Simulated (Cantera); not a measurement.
A Cantera script and what it prints.

```python
import numpy as np
import cantera as ct

gas_names = """
    H HO2 H2 H2O H2O2 O OH O2 O3 Pb PbO Pb2
""".split()
cond_names = """
    H2O(s) H2O(L) Pb(cr) Pb(L) PbO(rd) PbO(yw) PbO(L) PbO2(s) Pb3O4(s)
""".split()


# ... load() reads the species with a 1 bar reference pressure and builds the phases ...
atoms = {
    'PbO': {'Pb': 1, 'O': 1},
    'H2': {'H': 2},
    'H2O': {'H': 2, 'O': 1},
}
top_T = {'Pb3O4(s)': 820}  # K; cautious upper limits of use, not melting points


# ... equilibrate(T, P, feed) seeds the gas with the atoms and calls Mixture.equilibrate('TP', solver="vcs", rtol=1e-11, max_steps=5000) ...
results = []
feed = {'PbO': 1, 'H2': 170, 'H2O': 0.05}  # mol
T = 1525  # K
for P in [10, 42, 180, 750, 3200, 13000, 56000, 240000, 1000000]:
    mix = equilibrate(T, P, feed)
    results.append((T, P, feed, dict(zip(mix.species_names, mix.species_moles))))

top = {s: max(r[3][s] / sum(r[3][g] for g in gas_names) for r in results) for s in gas_names}
cols = sorted((s for s in top if top[s] > 1e-05), key=lambda s: -top[s])[:5]
seen = [c for c in cond_names if any(r[3].get(c, 0) > 1e-12 for r in results)]
print("log10 of partial pressures in bar; condensed amounts in mol")
print(f"{'P/Pa':>10s}" + "".join(f"{s[:9]:>10s}" for s in cols + seen))
for T, P, feed, n in results:
    ng = sum(n[g] for g in gas_names)
    print(f"{P:10.4g}" + "".join(f"{np.log10(max(n[s] / ng * P / 1e5, 1e-99)):10.3f}" for s in cols)
          + "".join(f"{n.get(c, 0):10.4g}" for c in seen))
```

Result:

```
log10 of partial pressures in bar; condensed amounts in mol
      P/Pa        H2       H2O        Pb         H     Pb(L)
        10    -4.006    -6.212    -6.234    -6.629         0
        42    -3.382    -5.589    -5.610    -6.317         0
       180    -2.750    -4.957    -4.978    -6.001         0
       750    -2.130    -4.337    -4.358    -5.691         0
      3200    -1.500    -3.707    -3.728    -5.376         0
   1.3e+04    -0.891    -3.098    -3.119    -5.072         0
   5.6e+04    -0.257    -2.464    -2.485    -4.755         0
   2.4e+05     0.375    -1.832    -1.853    -4.439         0
     1e+06     0.996    -1.211    -1.507    -4.128    0.4685
```

Cantera equilibrium calculation (NASA polynomials, part measured and part estimated; ideal gas, pure solids and liquids).
